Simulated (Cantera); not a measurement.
Input (Python, Cantera):

```python
import numpy as np
import cantera as ct

gas = ct.Solution("SiF4_NH3_mec.yaml", "gas")
gas.TPX = 1823, 13332, {'NH3': 1, 'N2': 4}
inlet = ct.Reservoir(gas, clone=True)

reactor = ct.IdealGasConstPressureReactor(gas, energy="off", clone=False)
exhaust = ct.Reservoir(gas, clone=True)
tau = [11, 3.7, 1.3, 0.47, 0.17, 0.059, 0.021, 0.0075][0]
for a, b in ((inlet, reactor), (reactor, exhaust)):
    ct.MassFlowController(a, b, mdot=lambda t: reactor.mass / tau)
net = ct.ReactorNet([reactor])
show = ['NH3', 'NH2', 'H2', 'N2H2', 'NH', 'H']

rows = []
print(f"{'tau/s':>10s}{'T/K':>9s}" + "".join(f"{s:>11s}" for s in show))
for tau in [11, 3.7, 1.3, 0.47, 0.17, 0.059, 0.021, 0.0075]:
    net.initial_time = 0.0
    net.advance(30 * tau)
    before = gas.X
    net.advance(40 * tau)
    drift = np.max(np.abs(gas.X - before) / (gas.X + 1e-9))
    rows.append([gas.T, *gas[show].X, drift])
    print(f"{tau:10.3e}{gas.T:9.1f}" + "".join(f"{x:11.3e}" for x in gas[show].X))
```

Result:

```
     tau/s      T/K        NH3        NH2         H2       N2H2         NH          H
 1.100e+01   1823.0  2.848e-02  5.497e-05  2.143e-01  6.008e-08  1.749e-06  1.530e-04
 3.700e+00   1823.0  6.080e-02  9.486e-05  1.739e-01  1.554e-07  2.374e-06  1.005e-04
 1.300e+00   1823.0  1.061e-01  1.427e-04  1.173e-01  3.171e-07  2.907e-06  5.857e-05
 4.700e-01   1823.0  1.493e-01  1.873e-04  6.320e-02  4.975e-07  3.138e-06  2.958e-05
 1.700e-01   1823.0  1.777e-01  2.234e-04  2.768e-02  6.261e-07  2.932e-06  1.316e-05
 5.900e-02   1823.0  1.917e-01  2.508e-04  1.009e-02  6.711e-07  2.360e-06  5.186e-06
 2.100e-02   1823.0  1.971e-01  2.577e-04  3.370e-03  6.219e-07  1.778e-06  1.925e-06
 7.500e-03   1823.0  1.991e-01  2.291e-04  9.550e-04  4.547e-07  1.267e-06  6.491e-07
```

Detailed kinetics in Cantera: the gas-phase N/H chemistry of the illustrative SiF4/NH3 mechanism in the Surface Chemkin manual (1991). Walls and surfaces, which speed up NH3 decomposition in real reactors, are not modelled.
